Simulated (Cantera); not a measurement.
A closed system holds: 1 mol SO₂, 0.21 mol H₂O, 1.3 mol H₂, at 2450 K and 7.50 Torr.

These are equilibrium values from Cantera (NASA tables, ideal gas, pure condensed phases), not measurements of a reactor. Candidate condensed phases: H₂O, H₂SO₄, S; 19 gas species. Kinetics and transport are ignored.

Base state: H₂O 0.274, H₂ 0.229, SO₂ 0.189, SO 0.141, H 0.0961, S 0.0270, OH 0.0225, O 0.00628 (mole fractions); condensed: gas only.

**Question.** What changes in the equilibrium state with this change: H₂ from 1.3 to 12 mol?

**Answer.** 
| species | before | after |
|---|---|---|
| H₂ | 0.229 | 0.647 |
| H | 0.0961 | 0.162 |
| H₂O | 0.274 | 0.119 |
| SO₂ | 0.189 | 0.00418 |
| SO | 0.141 | 0.0202 |
| OH | 0.0225 | 0.00582 |
| S | 0.0270 | 0.0252 |
| O₂ | 0.00310 | 7.34e-5 |
| S₂O | 0.000126 | 1.70e-5 |
| O | 0.00628 | 0.000965 |

**Question.** What changes in the equilibrium state with this change: H₂ from 1.3 to 19 mol?

**Answer.** 
| species | before | after |
|---|---|---|
| H₂ | 0.229 | 0.701 |
| H | 0.0961 | 0.168 |
| H₂O | 0.274 | 0.0833 |
| SO₂ | 0.189 | 0.00135 |
| SO | 0.141 | 0.0101 |
| OH | 0.0225 | 0.00390 |
| S | 0.0270 | 0.0196 |
| O₂ | 0.00310 | 3.04e-5 |
| S₂O | 0.000126 | 6.60e-6 |
| O | 0.00628 | 0.000622 |
| H₂S | 0.000379 | 0.000845 |
| S₂ | 0.00581 | 0.00307 |
